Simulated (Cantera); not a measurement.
# Thermodynamics of nitride etching, feed BN + F2 + H2

Charge: 1 mol BN, 7.7 mol F2, 18 mol H2, held at 1300 Pa.

Equilibrium computed with Cantera from the NASA thermochemical tables; the gas is ideal and each condensed phase is pure. Candidate condensed phases: B, BN; 31 gas species. The tables' values for BF2 are old estimates; treat these amounts as uncertain. Rates play no part.

| T (K) | x HF | x H2 | x BF3 | x N2 | x H | x BF2 |
|---|---|---|---|---|---|---|
| 1423 | 0.483 | 0.459 | 0.0389 | 0.0195 | 3.95e-5 | 7.90e-6 |
| 1473 | 0.483 | 0.459 | 0.0389 | 0.0195 | 7.52e-5 | 1.71e-5 |
| 1523 | 0.483 | 0.459 | 0.0388 | 0.0195 | 0.000137 | 3.50e-5 |
| 1573 | 0.483 | 0.459 | 0.0388 | 0.0195 | 0.000242 | 6.84e-5 |
| 1623 | 0.483 | 0.459 | 0.0387 | 0.0194 | 0.000411 | 0.000128 |
| 1673 | 0.483 | 0.458 | 0.0386 | 0.0194 | 0.000676 | 0.000230 |
| 1723 | 0.483 | 0.458 | 0.0384 | 0.0194 | 0.00108 | 0.000399 |
| 1773 | 0.483 | 0.457 | 0.0381 | 0.0194 | 0.00169 | 0.000668 |
| 1823 | 0.483 | 0.456 | 0.0376 | 0.0194 | 0.00257 | 0.00108 |
| 1873 | 0.483 | 0.455 | 0.0369 | 0.0194 | 0.00382 | 0.00169 |
x: gas mole fraction; nothing condenses.

From 1423 K to 1873 K nothing is condensed. The main B-bearing gas is BF3 throughout.
